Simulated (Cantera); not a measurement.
A closed system holds: 1 mol Ca(OH)₂, 0.015 mol C, 0.049 mol CO₂, held at 5.10 bar.

Cantera equilibrium calculation (NASA polynomials, part measured and part estimated; ideal gas, pure solids and liquids). Candidate condensed phases: C, C₆H₆, C₇H₈, C₈H₁₈, Ca, CaCO₃, CaO, Ca(OH)₂, H₂O; 115 gas species. Equilibrium is a limit: real reactors are often held back by kinetics, nucleation or transport. All values below are at 1675 °C.

Base state: H₂O 0.917, CO₂ 0.0543, H₂ 0.0225, CO 0.00584, OH 0.000277, H 7.50e-5, Ca(OH)₂ 6.17e-5, O₂ 1.21e-5 (mole fractions); condensed: CaO(s).

**Question.** What changes in the equilibrium state with this change: Ca(OH)₂ replaced by Mg(OH)₂?

**Answer.** 
```tsv
species	before	after
H₂O	0.917	0.917
CO₂	0.0543	0.0543
H₂	0.0225	0.0225
Ca(OH)₂	6.17e-5	0
Mg(OH)₂	0	2.35e-5
O₂	1.21e-5	1.21e-5
OH	0.000277	0.000277
CO	0.00584	0.00584
H	7.50e-5	7.50e-5
CaO(s), mol	1.000	0
MgO(s), mol	0	1.000
```
Further candidate phases: Mg, MgCO₃, MgO, Mg(OH)₂.
